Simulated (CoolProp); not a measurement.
Vapour-liquid equilibrium of n-hexane (1) + cyclohexane (2) at 16.45 °C; x and y are mole fractions of (1).

The numbers come from the multi-fluid Helmholtz-energy mixture model, Thol 2019 and Zhou 2014; pair parameters Bell 2016 in CoolProp.

```
x     bubble pressure (kPa)  y at the bubble point  dew pressure at overall composition x (kPa)  liquid density (mol/L)
----  ---------------------  ---------------------  -------------------------------------------  ----------------------
0.05                  9.079             (withheld)                                        8.934                   9.197
0.15                  9.718                  0.233                                        9.353                   9.015
0.25                  10.30             (withheld)                                        9.797                   8.838
0.35                  10.83                  0.465                                        10.27                   8.668
0.45             (withheld)                  0.562                                        10.76              (withheld)
0.55                  11.81                  0.652                                        11.27                   8.344
0.65                  12.26                  0.735                                   (withheld)                   8.190
0.75                  12.69                  0.815                                        12.34                   8.041
0.85                  13.11                  0.891                                        12.89                   7.896
0.95             (withheld)                  0.964                                        13.45              (withheld)
```

What belongs in the gaps?


- 0.05, y at the bubble point: 0.086
- 0.25, y at the bubble point: 0.357
- 0.45, bubble pressure (kPa): 11.33
- 0.45, liquid density (mol/L): 8.503
- 0.65, dew pressure at overall composition x (kPa): 11.80
- 0.95, bubble pressure (kPa): 13.53
- 0.95, liquid density (mol/L): 7.756

No azeotrope shows between x = 0.05 and 0.95.

Pair parameters are fitted to limited data, so mixtures are less certain than the pure fluids.
